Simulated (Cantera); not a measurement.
Input: 1 mol Nb2O5, 1.2 mol H2, 0.056 mol H2O, at 0.00130 bar.

These are equilibrium values from Cantera (NASA tables, ideal gas, pure condensed phases), not measurements of a reactor. Candidate condensed phases: H2O, Nb, NbO, NbO2, Nb2O5; 12 gas species. Mutual solubility and eutectic melting of coexisting phases are not modelled. Condensed phases not in the tables: the oxides between NbO2 and Nb2O5. The numbers say what is thermodynamically allowed, not how fast it happens.

x: gas mole fraction; n: condensed amount in mol.

```json
[
 {"T (K)": "1298", "x H2": "0.955", "x H2O": "0.0446", "x H": "2.90e-5", "x OH": "1.75e-8", "x NbO2": "3.72e-11", "n Nb2O5(s)": "1.00", "n NbO2(s)": "0"},
 {"T (K)": "1348", "x H2": "0.954", "x H2O": "0.0462", "x H": "6.27e-5", "x OH": "4.88e-8", "x NbO2": "2.90e-10", "n Nb2O5(s)": "0.998", "n NbO2(s)": "0.00396"},
 {"T (K)": "1398", "x H2": "0.942", "x H2O": "…", "x H": "…", "x OH": "…", "x NbO2": "…", "n Nb2O5(s)": "0.983", "n NbO2(s)": "…"},
 {"T (K)": "1448", "x H2": "0.929", "x H2O": "0.0709", "x H": "0.000246", "x OH": "4.48e-7", "x NbO2": "9.37e-9", "n Nb2O5(s)": "0.967", "n NbO2(s)": "0.0661"},
 {"T (K)": "1498", "x H2": "0.914", "x H2O": "0.0856", "x H": "0.000456", "x OH": "1.21e-6", "x NbO2": "4.45e-8", "n Nb2O5(s)": "0.948", "n NbO2(s)": "0.103"},
 {"T (K)": "1548", "x H2": "0.897", "x H2O": "…", "x H": "…", "x OH": "…", "x NbO2": "…", "n Nb2O5(s)": "0.928", "n NbO2(s)": "…"},
 {"T (K)": "1598", "x H2": "0.879", "x H2O": "0.119", "x H": "0.00138", "x OH": "7.32e-6", "x NbO2": "7.43e-7", "n Nb2O5(s)": "0.906", "n NbO2(s)": "0.188"},
 {"T (K)": "1648", "x H2": "0.860", "x H2O": "0.138", "x H": "0.00229", "x OH": "1.65e-5", "x NbO2": "2.66e-6", "n Nb2O5(s)": "0.882", "n NbO2(s)": "0.235"},
 {"T (K)": "1698", "x H2": "0.838", "x H2O": "0.158", "x H": "0.00367", "x OH": "3.55e-5", "x NbO2": "8.80e-6", "n Nb2O5(s)": "0.857", "n NbO2(s)": "0.285"},
 {"T (K)": "1748", "x H2": "0.816", "x H2O": "0.178", "x H": "0.00572", "x OH": "7.30e-5", "x NbO2": "2.71e-5", "n Nb2O5(s)": "0.831", "n NbO2(s)": "0.337"}
]
```

**Question.** Complete the blanks.

**Answer.** 
- 1398, x H2O: 0.0577
- 1398, x H: 0.000127
- 1398, x OH: 1.54e-7
- 1398, x NbO2: 1.76e-9
- 1398, n NbO2(s): 0.0330
- 1548, x H2O: 0.102
- 1548, x H: 0.000809
- 1548, x OH: 3.07e-6
- 1548, x NbO2: 1.91e-7
- 1548, n NbO2(s): 0.144
